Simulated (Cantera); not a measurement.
Mixture: CO : H2 : CH4 : O2 : N2 = 1 : 0.055 : 1.2 : 2.44 : 13.4 (molar parts), at 1.50 bar, adiabatic and at constant pressure. Ignition delay is the time to a rise of 400 K.

Model: GRI-Mech 3.0 (53 species, 325 reactions), integrated in Cantera.

### Question
Predict: delay at 1025 K; delay at 1100 K; delay at 1175 K; delay at 1250 K; delay at 1325 K; delay at 1400 K; apparent activation energy between 1250 and 1400 K.

### Answer
* **delay at 1025 K**: 0.455 s
* **delay at 1100 K**: 0.160 s
* **delay at 1175 K**: 55.9 ms
* **delay at 1250 K**: 20.2 ms
* **delay at 1325 K**: 7.65 ms
* **delay at 1400 K**: 3.08 ms
* **apparent activation energy between 1250 and 1400 K**: 180 kJ/mol
